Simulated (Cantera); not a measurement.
**Equilibrium for hydrogen reduction and annealing atmospheres: CuO + H2 + H2O**

Feed: 1 mol CuO, 7.9 mol H2, 2.3 mol H2O, held at 1898.15 K and 1.00 Torr.

Cantera equilibrium calculation (NASA polynomials, part measured and part estimated; ideal gas, pure solids and liquids). Candidate condensed phases: Cu, CuO, Cu(OH)2, Cu2O, H2O; 12 gas species. Kinetics and transport are ignored.

```json
{
 "x(H2)": "0.603",
 "x(H2O)": "0.291",
 "x(Cu)": "0.0885",
 "x(H)": "0.0166",
 "x(OH)": "0.000658",
 "x(Cu2)": "1.88e-5",
 "x(O)": "1.37e-5",
 "x(O2)": "2.88e-6",
 "gas_amount": "11.30 mol",
 "log10 activity of Cu(l) (absent)": "-1.13"
}
```
